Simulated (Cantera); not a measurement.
Input: 1 mol PbO, 4.4 mol C, 0.14 mol H2, equilibrated at 2050 K and 30000 Pa.

Equilibrium computed with Cantera from the NASA thermochemical tables; the gas is ideal and each condensed phase is pure. Candidate condensed phases: C, C6H6, C7H8, C8H18, H2O, Pb, PbO, PbO2, Pb3O4; 113 gas species. Equilibrium is a limit: real reactors are often held back by kinetics, nucleation or transport.

Base state: CO 0.467, Pb 0.467, H2 0.0648, H 0.00105, Pb2 0.000289, C2H2 (acetylene) 6.88e-5 (mole fractions); condensed: C(graphite).

### Question
What changes in the equilibrium state with this change: temperature from 2050 K to 2198.15 K?

### Answer
```
species             before     after
----------------  --------  --------
CO                   0.467     0.467
Pb                   0.467     0.466
H2                  0.0648    0.0639
H                  0.00105   0.00257
C2H2 (acetylene)   6.88e-5  0.000162
Pb2               0.000289  0.000222
C(graphite), mol      3.40      3.40
```

### Question
What changes in the equilibrium state with this change: temperature from 2050 K to 2375 K?

### Answer
| species | before | after |
|---|---|---|
| CO | 0.467 | 0.466 |
| Pb | 0.467 | 0.466 |
| H2 | 0.0648 | 0.0616 |
| H | 0.00105 | 0.00639 |
| C2H2 (acetylene) | 6.88e-5 | 0.000383 |
| Pb2 | 0.000289 | 0.000168 |
| C(graphite), mol | 3.40 | 3.40 |

### Question
What changes in the equilibrium state with this change: PbO replaced by MgO?

### Answer
```tsv
species	before	after
CO	0.467	0.467
Mg	0	0.466
H2	0.0648	0.0643
Pb	0.467	0
MgH	0	0.00104
Pb2	0.000289	0
C2H2 (acetylene)	6.88e-5	6.83e-5
H	0.00105	0.00105
C(graphite), mol	3.40	3.40
```
The tables' values for MgH are old estimates; treat these amounts as uncertain. Further candidate phases: Mg, MgCO3, MgO, Mg(OH)2.
